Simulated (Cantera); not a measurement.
## Stirred combustor or abatement burner

A perfectly stirred reactor is fed with 1.64 % C₃H₈, 9.02 % O₂, 89.3 % N₂, at 8250 Torr; it is adiabatic with a 648 K inlet, and is followed from long to short residence time, starting on the burning branch (τ in s: 0.35, 0.1, 0.03, 0.0089, 0.0026, 0.00077, 0.00023, 6.7e-05, 2e-05, 5.8e-06).

Cantera simulation using GRI-Mech 3.0 (53 species, 325 reactions); the numbers are that mechanism's predictions, not measurements. GRI-Mech 3.0 was tuned for natural gas; its chemistry of propane as a main component is partial and can be far from experiment.

```tsv
τ (s)	T (K)	x C₃H₈	x O₂	x C₂H₆	x C₂H₂	x OH	x CH₂	x CH₃
0.35	1593	3.64e-7	0.00797	4.99e-10	3.51e-6	8.49e-5	3.80e-9	3.04e-7
0.10	1592	9.62e-7	0.00805	1.71e-9	6.39e-6	0.000116	1.27e-8	7.53e-7
0.030	1589	2.39e-6	0.00824	6.25e-9	1.08e-5	0.000154	3.96e-8	1.78e-6
0.0089	1581	5.92e-6	0.00871	2.56e-8	1.76e-5	0.000199	1.19e-7	4.24e-6
0.0026	1563	1.55e-5	0.00992	1.35e-7	2.88e-5	0.000232	3.34e-7	1.07e-5
0.00077	648	0.0164	0.0902	<1e-12	<1e-12	<1e-12	<1e-12	<1e-12
0.00023	648	0.0164	0.0902	<1e-12	<1e-12	<1e-12	<1e-12	<1e-12
6.7e-5	648	0.0164	0.0902	<1e-12	<1e-12	<1e-12	<1e-12	<1e-12
2.0e-5	648	0.0164	0.0902	<1e-12	<1e-12	<1e-12	<1e-12	<1e-12
5.8e-6	648	0.0164	0.0902	<1e-12	<1e-12	<1e-12	<1e-12	<1e-12
```
x: mole fraction; the columns are a selection and need not sum to one.
